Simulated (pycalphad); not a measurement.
Computed with pycalphad from the COST 507 light-alloy database (1999), at 1 atm. The database dates from 1999; later assessments differ in places, in temperatures and in the compounds included. Amounts are mole fractions of atoms.

Q: Give the equilibrium state of Al-71.2Mg-10.5Si (at.%) at 575 K.

A: ALMG_GAMMA, fraction 0.407, with 59.0 Mg, no Si at.%; MG2SI, fraction 0.315, with 66.7 Mg, 33.3 Si at.%; hcp, fraction 0.278, with 94.1 Mg, <0.01 Si at.%.

Q: Give the equilibrium state of Al-71.2Mg-10.5Si (at.%) at 875 K.

A: liquid, fraction 0.712, with 73.0 Mg, 1.3 Si at.%; MG2SI, fraction 0.288, with 66.7 Mg, 33.3 Si at.%.

Database names, with the compositions (at.%) that they take in these runs: MG2SI: Mg 67 Si 33; ALMG_GAMMA: Mg 59 Al 40. An entry "none" or "no" means that the model of the phase leaves that element out.
